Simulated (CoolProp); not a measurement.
Vapour-liquid equilibrium of toluene (1) + m-xylene (2) at 184 kPa; x and y are mole fractions of (1).

The numbers come from the multi-fluid Helmholtz-energy mixture model, Lemmon 2006 and Zhou 2012; pair parameters Bell 2016 in CoolProp.

```json
[
 {"x": "0.05", "bubble temperature, mixture model (°C)": "160.7", "bubble temperature, Raoult's law (°C)": "160.7", "y, mixture model": "0.094", "y, Raoult's law": "0.095"},
 {"x": "0.125", "bubble temperature, mixture model (°C)": "157.5", "bubble temperature, Raoult's law (°C)": "157.8", "y, mixture model": "0.222", "y, Raoult's law": "0.223"},
 {"x": "0.2", "bubble temperature, mixture model (°C)": "154.6", "bubble temperature, Raoult's law (°C)": "155.1", "y, mixture model": "0.336", "y, Raoult's law": "0.335"},
 {"x": "0.275", "bubble temperature, mixture model (°C)": "151.7", "bubble temperature, Raoult's law (°C)": "152.5", "y, mixture model": "0.436", "y, Raoult's law": "0.435"},
 {"x": "0.35", "bubble temperature, mixture model (°C)": "149.1", "bubble temperature, Raoult's law (°C)": "150.0", "y, mixture model": "0.524", "y, Raoult's law": "0.524"},
 {"x": "0.425", "bubble temperature, mixture model (°C)": "146.7", "bubble temperature, Raoult's law (°C)": "147.7", "y, mixture model": "0.602", "y, Raoult's law": "0.603"},
 {"x": "0.5", "bubble temperature, mixture model (°C)": "144.4", "bubble temperature, Raoult's law (°C)": "145.5", "y, mixture model": "0.670", "y, Raoult's law": "0.674"},
 {"x": "0.575", "bubble temperature, mixture model (°C)": "142.3", "bubble temperature, Raoult's law (°C)": "143.3", "y, mixture model": "0.731", "y, Raoult's law": "0.738"},
 {"x": "0.65", "bubble temperature, mixture model (°C)": "140.4", "bubble temperature, Raoult's law (°C)": "141.3", "y, mixture model": "0.786", "y, Raoult's law": "0.795"},
 {"x": "0.725", "bubble temperature, mixture model (°C)": "138.6", "bubble temperature, Raoult's law (°C)": "139.4", "y, mixture model": "0.837", "y, Raoult's law": "0.847"},
 {"x": "0.8", "bubble temperature, mixture model (°C)": "137.0", "bubble temperature, Raoult's law (°C)": "137.6", "y, mixture model": "0.884", "y, Raoult's law": "0.894"},
 {"x": "0.875", "bubble temperature, mixture model (°C)": "135.4", "bubble temperature, Raoult's law (°C)": "135.8", "y, mixture model": "0.928", "y, Raoult's law": "0.937"},
 {"x": "0.95", "bubble temperature, mixture model (°C)": "134.0", "bubble temperature, Raoult's law (°C)": "134.1", "y, mixture model": "0.971", "y, Raoult's law": "0.976"}
]
```

The largest gap from Raoult's law is -1.1 K in bubble temperature, at x = 0.5. No azeotrope shows between x = 0.05 and 0.95.

The pair parameters rest on a limited set of measurements; away from them the model extrapolates.
